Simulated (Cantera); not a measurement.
Input: 1 mol Ta, 5.3 mol O2, 3.1 mol N2, equilibrated at 877 °C and 13.3 mbar.

Cantera equilibrium calculation (NASA polynomials, part measured and part estimated; ideal gas, pure solids and liquids). Candidate condensed phases: Ta, Ta2O5; 12 gas species. The numbers say what is thermodynamically allowed, not how fast it happens.

**Question.** What is the equilibrium state?

**Answer.** 
```json
{
 "x(O2)": "0.566",
 "x(N2)": "0.433",
 "x(NO)": "0.000160",
 "n(Ta2O5(s))": "0.500 mol",
 "gas_amount": "7.150 mol",
 "log10 activity of Ta(s) (absent)": "-32.39"
}
```
